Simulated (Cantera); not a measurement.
A Cantera script and its output.

```python
import numpy as np
import cantera as ct

gas = ct.Solution("gri30.yaml")


def delay(T, t_max=10):
    gas.TPX = T, 1100000, {'CH4': 2.7, 'O2': 2.63, 'N2': 11.1}
    reactor = ct.IdealGasReactor(gas, clone=False)
    net = ct.ReactorNet([reactor])
    net.rtol, net.atol = 1e-8, 1e-16
    while net.time < t_max:
        t_old, T_old = net.time, reactor.T
        net.step()
        if reactor.T > T + 400:  # ignition: a rise of 400 K
            return t_old + (T + 400 - T_old) / (reactor.T - T_old) * (net.time - t_old)
    return np.nan


taus = []
for T in [1250, 1325, 1400, 1475, 1550, 1625, 1700, 1775, 1850]:
    taus.append(delay(T))
    print(f"T0 = {T:6g} K   tau = {taus[-1]:.4e} s")
```

It prints:

```
T0 =   1250 K   tau = 3.5568e-03 s
T0 =   1325 K   tau = 1.5087e-03 s
T0 =   1400 K   tau = 6.7250e-04 s
T0 =   1475 K   tau = 3.1199e-04 s
T0 =   1550 K   tau = 1.4987e-04 s
T0 =   1625 K   tau = 7.4619e-05 s
T0 =   1700 K   tau = 3.8732e-05 s
T0 =   1775 K   tau = 2.1108e-05 s
T0 =   1850 K   tau = 1.2137e-05 s
```

Detailed kinetics in Cantera: GRI-Mech 3.0 (53 species, 325 reactions).
